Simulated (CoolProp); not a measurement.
Properties of oxygen along the isobar 0.195 MPa (Tc = 154.6 K, pc = 5.046 MPa, ω = 0.022).

Model: reference Helmholtz-energy equation of state, Schmidt 1985, in CoolProp. Above 300 K oxygen's equation is extrapolated.

| T (K) | phase | density (kg/m³) | conductivity (mW/(m K)) | fugacity coefficient |
|---|---|---|---|---|
| 119.7 | gas | 6.448 | 11.1 | ___ |
| 157.3 | gas | 4.831 | 14.5 | 0.9878 |
| 194.8 | gas | 3.877 | ___ | 0.9937 |
| 232.4 | gas | 3.241 | 21.1 | 0.9965 |
| 269.9 | gas | 2.786 | ___ | 0.9980 |
| 307.4 | gas | 2.444 | ___ | 0.9989 |
| 345 | gas | 2.176 | 30.0 | 0.9995 |
| 382.5 | gas | 1.962 | 32.8 | 0.9998 |

**Question.** What belongs in the gaps?

**Answer.** 
- 119.7, fugacity coefficient: 0.9730
- 194.8, conductivity (mW/(m K)): 17.9
- 269.9, conductivity (mW/(m K)): 24.1
- 307.4, conductivity (mW/(m K)): 27.1

Thermal conductivity comes from a separate model (Lemmon 2004).
